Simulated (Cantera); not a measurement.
Input (Python, Cantera) and output of one run.

```python
import numpy as np
import cantera as ct

gas_names = """
    H HO2 H2 H2O H2O2 O OH O2 O3 Si SiH SiH2 SiH3 SiH4 SiO SiO2 Si2 Si3
""".split()
cond_names = """
    H2O(s) H2O(L) Si(cr) Si(L) SiO2(Lqz) SiO2(hqz) SiO2(L)
""".split()


# ... load() reads the species with a 1 bar reference pressure and builds the phases ...
atoms = {
    'SiH4': {'Si': 1, 'H': 4},
    'O3': {'O': 3},
}
top_T = {}  # K; cautious upper limits of use, not melting points


# ... equilibrate(T, P, feed) seeds the gas with the atoms and calls Mixture.equilibrate('TP', solver="vcs", rtol=1e-11, max_steps=5000) ...
results = []
T = 1300  # K
P = 10000  # Pa
for m in [0.053, 0.21, 0.36, 0.52, 0.67, 0.83, 0.98, 1.1, 1.3, 1.4]:
    feed = {'SiH4': 1, 'O3': m}  # mol
    mix = equilibrate(T, P, feed)
    results.append((T, P, feed, dict(zip(mix.species_names, mix.species_moles))))

top = {s: max(r[3][s] / sum(r[3][g] for g in gas_names) for r in results) for s in gas_names}
cols = sorted((s for s in top if top[s] > 1e-05), key=lambda s: -top[s])[:5]
seen = [c for c in cond_names if any(r[3].get(c, 0) > 1e-12 for r in results)]
print("log10 of partial pressures in bar; condensed amounts in mol")
print(f"{'n(O3)':>10s}" + "".join(f"{s[:9]:>10s}" for s in cols + seen))
for T, P, feed, n in results:
    ng = sum(n[g] for g in gas_names)
    print(f"{feed['O3']:10.4g}" + "".join(f"{np.log10(max(n[s] / ng * P / 1e5, 1e-99)):10.3f}" for s in cols)
          + "".join(f"{n.get(c, 0):10.4g}" for c in seen))
```

It prints:

```
log10 of partial pressures in bar; condensed amounts in mol
     n(O3)        H2       H2O        O2       SiO        OH    Si(cr) SiO2(hqz)
     0.053    -1.000    -7.559   -27.240    -5.118   -14.899    0.9204   0.07942
      0.21    -1.000    -7.559   -27.240    -5.118   -14.899    0.6849    0.3149
      0.36    -1.000    -7.559   -27.240    -5.118   -14.899    0.4599    0.5399
      0.52    -1.000    -7.559   -27.240    -5.118   -14.899    0.2199    0.7799
      0.67    -1.002    -3.301   -18.721    -9.378   -10.640         0         1
      0.83    -1.122    -1.611   -15.101   -11.188    -8.890         0         1
      0.98    -1.276    -1.328   -14.227   -11.625    -8.530         0         1
       1.1    -1.456    -1.187   -13.585   -11.946    -8.299         0         1
       1.3    -2.301    -1.022   -11.566   -12.956    -7.712         0         1
       1.4    -6.922    -1.021    -2.322   -17.577    -5.401         0         1
```

Equilibrium computed with Cantera from the NASA thermochemical tables; the gas is ideal and each condensed phase is pure. Mutual solubility and eutectic melting of coexisting phases are not modelled. The tables hold silica as quartz up to 1696 K and as liquid above; real silica turns to tridymite and cristobalite and melts near 1996 K. Gases not in the tables: Si(OH)4.
